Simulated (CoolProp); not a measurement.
The numbers come from the reference Helmholtz-energy equation of state, Polt 1992 in CoolProp. This equation is an older, rougher fit.

### Question
For cyclopropane, give the phase and the Z, cv (kJ/(kg K)), isothermal compressibility (1/MPa), expansivity (1/kK) at 153.45 °C and 2760 kPa; 160.15 °C and 2760 kPa; 186.65 °C and 2760 kPa.

### Answer
- 153.45 °C and 2760 kPa: gas; Z 0.850, cv 1.87, isothermal compressibility 0.433, expansivity 3.84
- 160.15 °C and 2760 kPa: gas; Z 0.858, cv 1.89, isothermal compressibility 0.427, expansivity 3.66
- 186.65 °C and 2760 kPa: gas; Z 0.884, cv 1.99, isothermal compressibility 0.412, expansivity 3.11
